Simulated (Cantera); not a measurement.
A closed system holds: 1 mol SiHCl₃, 3.2 mol N₂, 1.8 mol H₂, 8 mol NH₃, held at 1502 °C and 16.0 Pa.

Equilibrium computed with Cantera from the NASA thermochemical tables; the gas is ideal and each condensed phase is pure. Candidate condensed phases: NH₄Cl, Si, Si₃N₄; 28 gas species. The tables' values for SiCl, SiN, SiCl₃ are old estimates; treat these amounts as uncertain. Gases not in the tables: Si₂H₆ and higher silanes. The numbers say what is thermodynamically allowed, not how fast it happens.

Base state: H₂ 0.563, N₂ 0.306, HCl 0.0700, SiCl₂ 0.0270, H 0.0172, Si 0.0133, Cl 0.00164, SiCl 0.00158 (mole fractions); condensed: gas only.

What changes in the equilibrium state with this change: pressure from 16.0 Pa to 0.100 bar?


| species | before | after |
|---|---|---|
| H₂ | 0.563 | 0.584 |
| N₂ | 0.306 | 0.301 |
| HCl | 0.0700 | 0.0969 |
| H | 0.0172 | 0.000699 |
| Si | 0.0133 | 7.34e-6 |
| SiCl₂ | 0.0270 | 0.0172 |
| Si₃ | 1.68e-5 | 1.11e-9 |
| Si₂ | 7.20e-5 | 1.38e-8 |
| Si₃N₄(s), mol | 0 | 0.200 |
The tables' values for SiCl₃, SiCl are old estimates; treat these amounts as uncertain.
